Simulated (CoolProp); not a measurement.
Vapour-liquid equilibrium of n-heptane (1) + p-xylene (2) at 143.25 °C; x and y are mole fractions of (1).

The numbers come from the multi-fluid Helmholtz-energy mixture model, Span 2003 and Zhou 2012; pair parameters Bell 2016 in CoolProp.

**Question.** Give the bubble pressure and the first vapour's composition at x = 0.35, 0.5, 0.575. Is there an azeotrope?

**Answer.** x = 0.35: 198.4 kPa, y = 0.594; x = 0.5: 228.2 kPa, y = 0.716; x = 0.575: 242.5 kPa, y = 0.767. No azeotrope shows between x = 0.05 and 0.95.

The pair parameters rest on a limited set of measurements; away from them the model extrapolates.
